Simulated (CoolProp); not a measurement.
The fluid at 347.16 K and 0.18 MPa (gas) is heated at constant pressure to 397.7 K. The same conditions are run with several fluids, on thermodynamics alone (safety and materials aside).

Values from CoolProp's reference Helmholtz-energy equation of state of each fluid (R1224YDZ: Akasaka 2023; R152A: Outcalt 1996; carbon monoxide: Lemmon 2006; R142b: Lemmon 2006; carbon dioxide: Span 1996).

```
fluid            heat (kJ/kg)  final density (kg/m³)
---------------  ------------  ---------------------
R1224YDZ                    ?                      ?
R152A                       ?                      ?
carbon monoxide             ?                   1.52
R142b                       ?                      ?
carbon dioxide              ?                   2.40
```

Question: What belongs in the gaps?

Answer: 
- R1224YDZ, heat (kJ/kg): 45.5
- R1224YDZ, final density (kg/m³): 8.29
- R152A, heat (kJ/kg): 61.3
- R152A, final density (kg/m³): 3.64
- carbon monoxide, heat (kJ/kg): 52.9
- R142b, heat (kJ/kg): 48.8
- R142b, final density (kg/m³): 5.57
- carbon dioxide, heat (kJ/kg): 46.6
